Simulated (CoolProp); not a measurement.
Dodecamethylcyclohexasiloxane (D6) at several states: fugacity coefficient from the reference equation and from simpler models built on Tc = 645.8 K, pc = 0.9614 MPa, ω = 0.736; each cubic takes its own stable root.

Values from CoolProp's reference Helmholtz-energy equation of state, Colonna 2008. It is a short technical equation, of lower accuracy than the large ones.

```json
[
 {"T (K)": "473.6", "p (MPa)": "2.72", "phase": "liquid", "reference": "0.01751", "van der Waals": "0.1379", "Redlich-Kwong": "0.06344"},
 {"T (K)": "555.3", "p (MPa)": "0.0729", "phase": "gas", "reference": "0.9486", "van der Waals": "0.9678", "Redlich-Kwong": "0.9606"},
 {"T (K)": "476.5", "p (MPa)": "1.97", "phase": "liquid", "reference": "0.02342", "van der Waals": "0.1634", "Redlich-Kwong": "0.08060"},
 {"T (K)": "364.6", "p (MPa)": "1.15", "phase": "liquid", "reference": "0.0004581", "van der Waals": "0.06480", "Redlich-Kwong": "0.01079"}
]
```
